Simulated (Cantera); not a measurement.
A perfectly stirred reactor is fed with CH4 : N2 = 1 : 17 (molar parts), at 1.90 bar; it is held at 1650 K, and followed from long to short residence time.

Computed with Cantera and GRI-Mech 3.0 (53 species, 325 reactions). GRI-Mech 3.0 stops at C3 and has no aromatics, soot or wall deposition, so with more carbon than oxygen in the feed, carbon stays in small species such as C2H2 where larger ones or solid carbon would form.

```csv
quantity,before,after
x(CH4) at τ = 2.40 s,0.00551,0.00406
x(H) at τ = 2.40 s,1.67e-5,1.43e-5
x(HCN) at τ = 2.40 s,9.58e-7,1.20e-6
x(CH2) at τ = 2.40 s,6.01e-9,6.07e-9
x(C2H4) at τ = 2.40 s,0.000239,0.000131
x(CH4) at τ = 20.0 ms,0.0366,0.0265
x(H) at τ = 20.0 ms,7.01e-6,6.12e-6
x(HCN) at τ = 20.0 ms,3.83e-8,4.87e-8
x(CH2) at τ = 20.0 ms,4.48e-8,4.59e-8
x(C2H4) at τ = 20.0 ms,0.000727,0.000556
```

Q: What was changed between the two runs?
(A) CH4 1 to 0.71 parts
(B) N2 17 to 11 parts
(C) temperature 1650 to 1698 K
(D) temperature 1650 to 1575 K

A: A, CH4 1 to 0.71 parts
